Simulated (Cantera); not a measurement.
Feed: 1 mol Si, 3.3 mol F2, 0.32 mol H2, held at 875 °C and 1.00 Torr.

Equilibrium computed with Cantera from the NASA thermochemical tables; the gas is ideal and each condensed phase is pure. Candidate condensed phases: Si; 25 gas species. Kinetics and transport are ignored.

Base state: F 0.540, SiF4 0.279, HF 0.178, F2 0.00311 (mole fractions); condensed: gas only.

Problem. What changes in the equilibrium state with this change: H2 from 0.32 to 1.2 mol?

Solution. 
```json
[
 {"species": "HF", "before": "0.178", "after": "0.667"},
 {"species": "SiF4", "before": "0.279", "after": "0.278"},
 {"species": "F", "before": "0.540", "after": "0.0555"},
 {"species": "F2", "before": "0.00311", "after": "3.28e-5"}
]
```

Problem. What changes in the equilibrium state with this change: F2 from 3.3 to 0.55 mol?

Solution. 
```
species      before     after
----------  -------  --------
H2            <1e-9     0.533
SiF4          0.279     0.446
SiF3          <1e-9    0.0122
F             0.540     <1e-9
HF            0.178  0.000494
SiHF3         <1e-9   0.00855
F2          0.00311     <1e-9
SiF2          <1e-9  0.000428
SiH2F2        <1e-9   8.19e-5
Si(s), mol        0     0.722
```
The tables' values for SiF3, SiF2 are old estimates; treat these amounts as uncertain.
